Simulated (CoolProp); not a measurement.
Vapour-liquid equilibrium of CH2F2 (R32) (1) + R152A (2) at -6.85 °C; x and y are mole fractions of (1).

Computed with CoolProp (multi-fluid Helmholtz-energy mixture model, Tillner-Roth 1997 and Outcalt 1996; pair parameters Bell 2016).

| x | bubble pressure, mixture model (MPa) | bubble pressure, Raoult's law (MPa) | y, mixture model | y, Raoult's law |
|---|---|---|---|---|
| 0.05 | 0.2272 | 0.2272 | 0.136 | 0.143 |
| 0.15 | 0.2714 | 0.2716 | 0.342 | 0.358 |
| 0.25 | 0.3153 | 0.3160 | 0.491 | 0.514 |
| 0.35 | 0.3589 | 0.3604 | 0.605 | 0.630 |
| 0.45 | 0.4026 | 0.4048 | 0.696 | 0.722 |
| 0.55 | 0.4463 | 0.4492 | 0.771 | 0.795 |
| 0.65 | 0.4903 | 0.4936 | 0.835 | 0.855 |
| 0.75 | 0.5348 | 0.5380 | 0.889 | 0.905 |
| 0.85 | 0.5799 | 0.5824 | 0.937 | 0.947 |
| 0.95 | 0.6258 | 0.6268 | 0.980 | 0.984 |

The largest gap from Raoult's law is -0.7 % in bubble pressure, at x = 0.65. No azeotrope shows between x = 0.05 and 0.95.

Pair parameters are fitted to limited data, so mixtures are less certain than the pure fluids.
